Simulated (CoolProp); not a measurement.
Model: reference Helmholtz-energy equation of state, Span 2000, in CoolProp.

Give the vapour pressure (bar), liquid density (kg/m³), vapour density (kg/m³), liquid cp (kJ/(kg K)) of saturated nitrogen at -201.45, -182.45 °C.


```tsv
T (°C)	p (bar)	liquid density (kg/m³)	vapour density (kg/m³)	liquid cp (kJ/(kg K))
-201.45	0.491	831	2.37	2.02
-182.45	3.83	741	16.0	2.15
```
